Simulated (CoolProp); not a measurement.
Properties of CH2F2 (R32) at several states.

The numbers come from the reference Helmholtz-energy equation of state, Tillner-Roth 1997 in CoolProp.

| T (°C) | p (MPa) | phase | cp (kJ/(kg K)) | cv (kJ/(kg K)) | expansivity (1/kK) | conductivity (mW/(m K)) |
|---|---|---|---|---|---|---|
| -83.55 | 13.1 | liquid | 1.540 | 0.9720 | 1.833 | [?] |
| 132.95 | 0.351 | gas | 1.016 | [?] | 2.593 | 23.8 |
| 132.95 | 1.39 | gas | [?] | 0.8659 | 3.026 | [?] |
| 107.65 | 3.39 | gas | [?] | 0.9034 | 5.173 | [?] |
| 36.95 | 0.0206 | gas | 0.8470 | 0.6853 | 3.250 | 14.5 |
| 58.55 | 0.0173 | gas | [?] | [?] | 3.030 | 16.2 |

Problem. Some entries are withheld; supply them.

Solution. 
- -83.55, conductivity (mW/(m K)): 218
- 132.95, cv (kJ/(kg K)): 0.8442
- 132.95, cp (kJ/(kg K)): 1.081
- 132.95, conductivity (mW/(m K)): 25.3
- 107.65, cp (kJ/(kg K)): 1.308
- 107.65, conductivity (mW/(m K)): 26.1
- 58.55, cp (kJ/(kg K)): 0.8790
- 58.55, cv (kJ/(kg K)): 0.7180

Thermal conductivity comes from a separate model (Huber 2003), an estimate that may be off by 10 % or more.
